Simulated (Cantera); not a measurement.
Input: 1 mol Fe(CO)₅, 2.9 mol O₂, 0.11 mol H₂, equilibrated at 1025 K and 29.0 mbar.

These are equilibrium values from Cantera (NASA tables, ideal gas, pure condensed phases), not measurements of a reactor. Candidate condensed phases: C, C₆H₆, C₇H₈, C₈H₁₈, Fe, Fe(CO)₅, FeO, Fe(OH)₂, Fe(OH)₃, Fe₂O₃, Fe₃O₄, H₂O; 114 gas species. The tables' stoichiometric FeO is somewhat more stable than real wüstite, so its field is too wide. FeO: taken at fixed stoichiometry. Kinetics and transport are ignored.

Base state: CO₂ 0.919, CO 0.0590, H₂O 0.0199, H₂ 0.00165 (mole fractions); condensed: FeO(s).

Question: What changes in the equilibrium state with this change: 0.02 mol NH₃ added?

Answer: 
```tsv
species	before	after
CO₂	0.919	0.907
CO	0.0590	0.0637
H₂O	0.0199	0.0249
N₂	0	0.00194
H₂	0.00165	0.00227
FeO(s), mol	1.00	1.00
```
